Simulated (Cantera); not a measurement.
What does this Cantera script print?

```python
import numpy as np
import cantera as ct

surf = ct.Interface("diamond.yaml", "diamond_100")
gas, bulk = surf.adjacent["gas"], surf.adjacent["diamond"]
k = surf.kinetics_species_index(bulk.species_names[0])
cover = ["c6HH", "c6H*", "c6*H", "c6**", "c6HM", "c6B"]

rows, drift = [], 0.0
print(f"{'xH':>10s}{'um/h':>11s}" + "".join(f"{s:>11s}" for s in cover))
for v in [0.0001, 0.00023, 0.00054, 0.0012, 0.0029, 0.0067, 0.016, 0.036, 0.084]:
    T, P, xH, xCH3 = 1275, 19000, v, 0.00038
    gas.TPX = T, P, {"H": xH, "CH3": xCH3, "CH4": 0.019, "H2": 1 - xH - xCH3 - 0.019}
    surf.TP = bulk.TP = T, P
    surf.coverages = "c6H*:0.1, c6HH:0.9"
    surf.advance_coverages(100.0)
    before = surf.coverages
    surf.advance_coverages(100.0)
    drift = max(drift, np.max(np.abs(surf.coverages - before) / (surf.coverages + 1e-9)))
    rate = surf.net_production_rates[k] * bulk.mean_molecular_weight / bulk.density * 3.6e9
    rows.append([rate, *surf[cover].coverages])
    print(f"{v:10.4g}{rate:11.4e}" + "".join(f"{x:11.3e}" for x in rows[-1][1:]))
```

It prints:

```
        xH       um/h       c6HH       c6H*       c6*H       c6**       c6HM        c6B
    0.0001 9.1343e-01  6.428e-01  2.837e-02  3.164e-01  3.951e-03  2.324e-03  2.479e-09
   0.00023 2.7028e+00  5.341e-01  3.664e-02  4.084e-01  9.706e-03  3.242e-03  7.334e-09
   0.00054 6.3308e+00  4.608e-01  4.187e-02  4.667e-01  1.874e-02  4.067e-03  1.718e-08
    0.0012 1.2002e+01  4.229e-01  4.433e-02  4.938e-01  2.773e-02  4.546e-03  3.257e-08
    0.0029 2.2205e+01  4.023e-01  4.560e-02  5.071e-01  3.527e-02  4.506e-03  6.025e-08
    0.0067 3.7164e+01  3.939e-01  4.628e-02  5.128e-01  3.949e-02  3.826e-03  1.008e-07
     0.016 5.6658e+01  3.905e-01  4.695e-02  5.157e-01  4.181e-02  2.667e-03  1.537e-07
     0.036 7.3540e+01  3.893e-01  4.791e-02  5.167e-01  4.305e-02  1.600e-03  1.996e-07
     0.084 8.6230e+01  3.888e-01  4.987e-02  5.157e-01  4.410e-02  8.197e-04  2.340e-07
```

Cantera simulation using the Harris–Goodwin 1993 mechanism for the reconstructed diamond (100) surface; the numbers are that mechanism's predictions, not measurements.
